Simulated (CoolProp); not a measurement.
R1233zd(E) along the isobar 1.44 MPa: Z from the reference equation and from simpler models built on Tc = 438.9 K, pc = 3.583 MPa, ω = 0.304; each cubic takes its own stable root.

The numbers come from the reference Helmholtz-energy equation of state, Akasaka 2022 in CoolProp.

```
T (K)   phase  reference  Redlich-Kwong  Soave-Redlich-Kwong  Peng-Robinson
-----  ------  ---------  -------------  -------------------  -------------
366.4  liquid    0.05726        0.06967              0.06549              ?
374    liquid    0.05753        0.07076              0.06633        0.05846
381.6  liquid    0.05800         0.7470              0.06753        0.05952
396.8     gas     0.7508              ?                    ?         0.7512
404.4     gas     0.7725         0.7974                    ?              ?
412       gas     0.7912         0.8106               0.8025         0.7869
419.6     gas     0.8076         0.8226               0.8172         0.8018
427.2     gas     0.8220         0.8334                    ?         0.8153
434.8     gas     0.8348         0.8433               0.8423         0.8276
442.4     gas     0.8464         0.8524               0.8532              ?
450       gas     0.8568         0.8607               0.8631         0.8489
```

Question: Some entries are withheld; supply them.

Answer: 
- 366.4, Peng-Robinson: 0.05773
- 396.8, Redlich-Kwong: 0.7826
- 396.8, Soave-Redlich-Kwong: 0.7673
- 404.4, Soave-Redlich-Kwong: 0.7860
- 404.4, Peng-Robinson: 0.7701
- 427.2, Soave-Redlich-Kwong: 0.8304
- 442.4, Peng-Robinson: 0.8387

At some of these states Redlich-Kwong gives the other phase, because its saturation line lies elsewhere.
